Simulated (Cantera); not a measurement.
Charge: 1 mol Ca(OH)2, 0.61 mol H2O, equilibrated at 0.230 bar.

These are equilibrium values from Cantera (NASA tables, ideal gas, pure condensed phases), not measurements of a reactor. Candidate condensed phases: Ca, CaO, Ca(OH)2, H2O; 14 gas species. Rates play no part.

log p: log10 of the partial pressure in bar; n: condensed amount in mol.

```
T (°C)  log p H2O  log p H2  log p O2  log p OH  log p H  n Ca(OH)2(s)  n CaO(s)
------  ---------  --------  --------  --------  -------  ------------  --------
327         -0.64      <-12      <-12      <-12     <-12          1.00         0
527         -0.64     -9.18         ?    -11.08     <-12             0      1.00
727         -0.64     -7.03         ?     -8.42   -12.16             0      1.00
927         -0.64     -5.58         ?     -6.65    -9.50             0      1.00
1127        -0.64     -4.54         ?     -5.38    -7.59             0      1.00
1327        -0.64     -3.76         ?     -4.43    -6.15             0     1.000
1527        -0.64     -3.15         ?     -3.69    -5.02             0     1.000
1727        -0.65     -2.66         ?     -3.10    -4.12             0     1.000
```

Task: Some entries are withheld; supply them.

Result: 
- 527, log p O2: -9.48
- 727, log p O2: -7.34
- 927, log p O2: -5.90
- 1127, log p O2: -4.88
- 1327, log p O2: -4.11
- 1527, log p O2: -3.52
- 1727, log p O2: -3.05
